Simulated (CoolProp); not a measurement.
Vapour-liquid equilibrium of R125 (1) + dimethyl ether (2) at 11.95 °C; x and y are mole fractions of (1).

Computed with CoolProp (multi-fluid Helmholtz-energy mixture model, Lemmon 2005 and Wu 2011; pair parameters Bell 2016).

```csv
x,bubble pressure (MPa),y at the bubble point,dew pressure at overall composition x (MPa),liquid density (mol/L)
0.05,0.4072,0.071,0.4043,14.59
0.125,0.4238,0.177,0.4154,14.28
0.2,0.4431,0.281,0.4278,13.98
0.275,0.4661,0.384,0.4419,13.67
0.35,0.4935,0.484,0.4580,13.37
0.425,0.5260,0.578,0.4766,13.07
0.5,0.5643,0.665,0.4986,12.77
0.575,0.6089,0.744,0.5248,12.46
0.65,0.6600,0.812,0.5569,12.14
0.725,0.7174,0.870,0.5972,11.82
0.8,0.7802,0.918,0.6499,11.49
0.875,0.8470,0.955,0.7231,11.14
0.95,0.9158,0.985,0.8363,10.77
```

No azeotrope shows between x = 0.05 and 0.95.

Pair parameters are fitted to limited data, so mixtures are less certain than the pure fluids.
